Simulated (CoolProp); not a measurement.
200 sccm (0 °C, 1 atm) of nitrogen bubbles through liquid n-octane at 283.5 K and leaves saturated at a total pressure of 0.0193 MPa (ideal gas phase). Each further row changes one setting.

Computed with CoolProp (reference Helmholtz-energy equation of state, Beckmüller 2019).

```
case                       vapour pressure (kPa)  mole fraction of vapour  delivery (mg/min)  delivery (sccm)  change of delivery for a bath 1 K warmer (%)
-------------------------  ---------------------  -----------------------  -----------------  ---------------  --------------------------------------------
as stated                                  0.779                   0.0404                ___             8.41                                           6.8
bath temperature 288.5 K                    1.06                   0.0551                ___             11.7                                           6.7
total pressure 0.0386 MPa                  0.779                   0.0202               21.0              ___                                           6.7
```

**Question.** Complete the blanks.

**Answer.** 
- as stated, delivery (mg/min): 42.9
- bath temperature 288.5 K, delivery (mg/min): 59.5
- total pressure 0.0386 MPa, delivery (sccm): 4.12
